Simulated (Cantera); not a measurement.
A perfectly stirred reactor is fed with NH3 : N2 = 1 : 0.86 (molar parts), at 0.520 bar; it is held at 1475 K, and followed from long to short residence time.

Cantera simulation using the gas-phase N/H chemistry of the illustrative SiF4/NH3 mechanism in the Surface Chemkin manual (1991); the numbers are that mechanism's predictions, not measurements. Walls and surfaces, which speed up NH3 decomposition in real reactors, are not modelled.

### Question
Predict: x(NH3) at τ = 16.0 s; x(NH) at τ = 16.0 s; x(N2H2) at τ = 16.0 s; x(H) at τ = 16.0 s; x(NH2) at τ = 16.0 s; x(NH3) at τ = 0.170 s; x(NH) at τ = 0.170 s; x(N2H2) at τ = 0.170 s; x(H) at τ = 0.170 s; x(NH2) at τ = 0.170 s.

### Answer
* **x(NH3) at τ = 16.0 s**: 0.446
* **x(NH) at τ = 16.0 s**: 6.60e-8
* **x(N2H2) at τ = 16.0 s**: 1.32e-7
* **x(H) at τ = 16.0 s**: 2.36e-6
* **x(NH2) at τ = 16.0 s**: 2.56e-5
* **x(NH3) at τ = 0.170 s**: 0.536
* **x(NH) at τ = 0.170 s**: 5.07e-8
* **x(N2H2) at τ = 0.170 s**: 1.96e-7
* **x(H) at τ = 0.170 s**: 3.92e-8
* **x(NH2) at τ = 0.170 s**: 3.14e-5
